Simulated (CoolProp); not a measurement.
Vapour-liquid equilibrium of propane (1) + toluene (2) at 0.731 bar; x and y are mole fractions of (1).

The numbers come from the multi-fluid Helmholtz-energy mixture model, Lemmon 2009 and Lemmon 2006; pair parameters Bell 2016 in CoolProp.

Question: Give the bubble temperature and the first vapour's composition at x = 0.45, 0.75, 0.85. Is there an azeotrope?

Answer: x = 0.45: 232.3 K, y = 1.000; x = 0.75: 228.0 K, y = 1.000; x = 0.85: 226.6 K, y = 1.000. No azeotrope shows between x = 0.05 and 0.95.

The pair parameters rest on a limited set of measurements; away from them the model extrapolates. With so large a gap from Raoult's law the liquid may split in two, which this calculation doesn't test in full.
